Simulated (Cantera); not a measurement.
Feed: 1 mol Si2Cl6, 1.8 mol NH3, 6.3 mol H2.

Cantera equilibrium calculation (NASA polynomials, part measured and part estimated; ideal gas, pure solids and liquids). Candidate condensed phases: NH4Cl, Si, Si3N4; 28 gas species. The feed counts by its element totals alone. Mutual solubility and eutectic melting of coexisting phases are not modelled. The tables' values for SiCl3 are old estimates. The numbers say what is thermodynamically allowed, not how fast it happens.

Stable condensed phases, one row left out:

```
T in K \ P in Pa
              5     21     85    350   1400   5900  24000 100000
   1600       A      A      A      A      B      B      B      B
   1575       A      A      A      B      B      B      B      B
   1550       A      A      A      B      B      B      B      B
   1525       A      A      A      B      B      B      B      B
   1500       A      A      B      B      B      B      B      B
   1475       A      A      B      B      B      B      B      B
   1450       A      A      B      B      B      B      B      B
   1425       A      B      B      B      B      B      B      B
   1375       C      B      B      B      B      B      B      B
   1350       B      B      B      B      B      B      B      B
   1325       B      B      B      B      B      B      B      B
   1300       B      B      B      B      B      B      B      B
```

A: Si; B: Si3N4; C: Si + Si3N4.

**Question.** Give the row for 1400 K.

**Answer.** 5: Si; 21: Si3N4; 85: Si3N4; 350: Si3N4; 1400: Si3N4; 5900: Si3N4; 24000: Si3N4; 100000: Si3N4.
